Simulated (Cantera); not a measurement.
A closed system holds: 1 mol Si, 1.6 mol HF, 1.7 mol N2.

Method: chemical equilibrium by Gibbs-energy minimisation in Cantera with the NASA 1993 tables (ideal gas, pure condensed phases). Candidate condensed phases: Si, Si3N4; 37 gas species. N2 is the only nitrogen source here; it is nearly inert below about 1500 K, so the nitride shown seldom forms there in practice. The tables' values for SiF2, SiF3 are old estimates. Rates play no part.

Stable condensed phases, one row left out:

```
T in K \ P in Pa
              1    3.2     10     32    100    320   1000   3200  10000  32000 100000
   1625       A      A      A      A      B      B      B      B      B      B      B
   1525       A      A      A      B      B      B      B      B      B      B      B
   1325       B      B      B      B      B      B      B      B      B      B      B
   1225       B      B      B      B      B      B      B      B      B      B      B
   1125       B      B      B      B      B      B      B      B      B      B      B
   1025       B      B      B      B      B      B      B      B      B      B      B
    925       B      B      B      B      B      B      B      B      B      B      B
    825       B      B      B      B      B      B      B      B      B      B      B
    725       B      B      B      B      B      B      B      B      B      B      B
```

A: Si; B: Si3N4.

**Question.** Give the row for 1425 K.

**Answer.** 1: Si; 3.2: Si3N4; 10: Si3N4; 32: Si3N4; 100: Si3N4; 320: Si3N4; 1000: Si3N4; 3200: Si3N4; 10000: Si3N4; 32000: Si3N4; 100000: Si3N4.
